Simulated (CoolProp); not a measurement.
Isobutane at 421.91 K and 3.35 MPa is throttled through a valve to 1.88 MPa with no heat exchange. Each further row changes one setting.

The numbers come from the reference Helmholtz-energy equation of state, Bücker 2006 in CoolProp.

```
case                       temperature change (K)  final density (kg/m³)
-------------------------  ----------------------  ---------------------
as stated                                   -17.8                    ___
outlet pressure 0.564 MPa                   -31.9                   10.8
outlet pressure 2.44 MPa                      ___                    ___
```

**Question.** Complete the blanks.

**Answer.** 
- as stated, final density (kg/m³): 41.3
- outlet pressure 2.44 MPa, temperature change (K): -11.2
- outlet pressure 2.44 MPa, final density (kg/m³): 57.4
